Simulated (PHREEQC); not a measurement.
1 kg of water holding 0.0049 mol K2CO3 and 0.004 mol KHCO3 is evaporated at 75 °C; the solids stay in contact with the brine. CO2 is held at log p = -3.4 (atm). Only these solids could form: Kalicinite.

Model: Pitzer model, pitzer.dat, run in PHREEQC.

```json
[
 {"water left (kg)": "1", "ionic strength": "0.0163", "water activity": "1.000", "K in solution (mol/kgw)": "0.0138"},
 {"water left (kg)": "0.6755", "ionic strength": "0.0249", "water activity": "0.999", "K in solution (mol/kgw)": "0.0204"},
 {"water left (kg)": "0.4563", "ionic strength": "0.0380", "water activity": "0.999", "K in solution (mol/kgw)": "0.0302"},
 {"water left (kg)": "0.375", "ionic strength": "?", "water activity": "0.999", "K in solution (mol/kgw)": "0.0368"},
 {"water left (kg)": "0.2534", "ionic strength": "0.0714", "water activity": "0.999", "K in solution (mol/kgw)": "0.0545"},
 {"water left (kg)": "0.1712", "ionic strength": "0.108", "water activity": "0.998", "K in solution (mol/kgw)": "0.0806"},
 {"water left (kg)": "0.1156", "ionic strength": "?", "water activity": "0.997", "K in solution (mol/kgw)": "0.119"},
 {"water left (kg)": "0.07812", "ionic strength": "0.246", "water activity": "0.996", "K in solution (mol/kgw)": "0.177"},
 {"water left (kg)": "0.06421", "ionic strength": "0.302", "water activity": "0.995", "K in solution (mol/kgw)": "0.215"},
 {"water left (kg)": "0.04339", "ionic strength": "?", "water activity": "?", "K in solution (mol/kgw)": "0.318"},
 {"water left (kg)": "0.02934", "ionic strength": "0.676", "water activity": "?", "K in solution (mol/kgw)": "0.470"},
 {"water left (kg)": "0.01983", "ionic strength": "1.01", "water activity": "?", "K in solution (mol/kgw)": "0.696"},
 {"water left (kg)": "0.01342", "ionic strength": "?", "water activity": "0.977", "K in solution (mol/kgw)": "1.03"},
 {"water left (kg)": "0.01105", "ionic strength": "1.83", "water activity": "0.971", "K in solution (mol/kgw)": "1.25"},
 {"water left (kg)": "0.00748", "ionic strength": "?", "water activity": "0.956", "K in solution (mol/kgw)": "1.84"},
 {"water left (kg)": "0.005067", "ionic strength": "4.02", "water activity": "0.931", "K in solution (mol/kgw)": "2.72"}
]
```

Problem. Some entries are withheld; supply them.

Solution. 
- 0.375, ionic strength: 0.0469
- 0.1156, ionic strength: 0.163
- 0.04339, ionic strength: 0.452
- 0.04339, water activity: 0.993
- 0.02934, water activity: 0.989
- 0.01983, water activity: 0.984
- 0.01342, ionic strength: 1.50
- 0.00748, ionic strength: 2.71

Away from 25 °C the constants follow the database's enthalpies or fits; those with neither stay at their 25 °C values.
